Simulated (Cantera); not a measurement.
## Ammonia decomposition in nitride growth gas

An isothermal, constant-pressure homogeneous reactor starts with NH₃ : H₂ = 1 : 8.1 (molar parts), at 1650 K and 0.380 bar.

Computed with Cantera and the gas-phase N/H chemistry of the illustrative SiF4/NH3 mechanism in the Surface Chemkin manual (1991). Walls and surfaces, which speed up NH3 decomposition in real reactors, are not modelled.

```json
[
 {"t (s)": "3.00e-5", "x NH₃": "0.110", "x H₂": "0.890", "x NH": "<1e-12", "x H": "2.02e-7", "x N": "<1e-12"},
 {"t (s)": "0.000144", "x NH₃": "0.110", "x H₂": "0.890", "x NH": "2.13e-11", "x H": "9.77e-7", "x N": "<1e-12"},
 {"t (s)": "0.000695", "x NH₃": "0.110", "x H₂": "0.890", "x NH": "4.97e-10", "x H": "4.70e-6", "x N": "1.03e-12"},
 {"t (s)": "0.00334", "x NH₃": "0.110", "x H₂": "0.890", "x NH": "1.13e-8", "x H": "2.24e-5", "x N": "1.11e-10"},
 {"t (s)": "0.0161", "x NH₃": "0.110", "x H₂": "0.890", "x NH": "1.53e-7", "x H": "8.25e-5", "x N": "5.52e-9"},
 {"t (s)": "0.0775", "x NH₃": "0.110", "x H₂": "0.890", "x NH": "2.28e-7", "x H": "0.000101", "x N": "1.01e-8"},
 {"t (s)": "0.373", "x NH₃": "0.108", "x H₂": "0.891", "x NH": "2.26e-7", "x H": "0.000101", "x N": "1.00e-8"},
 {"t (s)": "1.79", "x NH₃": "0.101", "x H₂": "0.895", "x NH": "2.17e-7", "x H": "0.000103", "x N": "9.76e-9"},
 {"t (s)": "8.63", "x NH₃": "0.0759", "x H₂": "0.909", "x NH": "1.81e-7", "x H": "0.000110", "x N": "8.58e-9"},
 {"t (s)": "41.6", "x NH₃": "0.0307", "x H₂": "0.933", "x NH": "9.33e-8", "x H": "0.000128", "x N": "5.01e-9"},
 {"t (s)": "200", "x NH₃": "0.00658", "x H₂": "0.947", "x NH": "2.39e-8", "x H": "0.000142", "x N": "1.40e-9"}
]
```
x: mole fraction; the columns are a selection and need not sum to one.

Equilibrium at this temperature and pressure: NH₃ 3.18e-6, H₂ 0.950, NH 1.20e-11, H 0.000145, N <1e-12 (gas phase only).
